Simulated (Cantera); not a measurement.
A Cantera script and what it prints.

```python
import numpy as np
import cantera as ct

gas_names = """
    H H2 Hg N NH NH2 NH3 N2 N2H2 N2H4
""".split()
cond_names = """
    Hg(cr) Hg(L)
""".split()


# ... load() reads the species with a 1 bar reference pressure and builds the phases ...
atoms = {
    'Hg': {'Hg': 1},
    'H2': {'H': 2},
    'N2': {'N': 2},
}
top_T = {}  # K; cautious upper limits of use, not melting points


# ... equilibrate(T, P, feed) seeds the gas with the atoms and calls Mixture.equilibrate('TP', solver="vcs", rtol=1e-11, max_steps=5000) ...
results = []
feed = {'Hg': 1, 'H2': 0.43, 'N2': 0.17}  # mol
T = 875  # K
P = 990000  # Pa
mix = equilibrate(T, P, feed)
results.append((T, P, feed, dict(zip(mix.species_names, mix.species_moles))))
print(gas.report(threshold=1e-06))
for i in range(1, mix.n_phases):
    print(f"{mix.phase(i).name:16s} {mix.phase_moles(i):12.5e} mol")
```

Output:

```
       temperature   875 K
          pressure   9.9e+05 Pa
           density   17.551 kg/m^3
  mean mol. weight   128.97 kg/kmol
   phase of matter   gas

                          1 kg             1 kmol
                     ---------------   ---------------
          enthalpy        4.0516e+05        5.2256e+07  J
   internal energy        3.4876e+05        4.4981e+07  J
           entropy            1388.7        1.7911e+05  J/K
    Gibbs function       -8.0995e+05       -1.0446e+08  J
 heat capacity c_p            189.41             24429  J/K
 heat capacity c_v            124.95             16115  J/K

                      mass frac. Y      mole frac. X     chem. pot. / RT
                     ---------------   ---------------   ---------------
                H2          0.004188           0.26793           -16.208
                Hg            0.9727           0.62542           -11.828
               NH3        8.8001e-05        0.00066642           -36.553
                N2          0.023021           0.10599           -24.481
     [   +6 minor]        6.7084e-14        8.2726e-12

Hg(L)             0.00000e+00 mol
```

These are equilibrium values from Cantera (NASA tables, ideal gas, pure condensed phases), not measurements of a reactor.
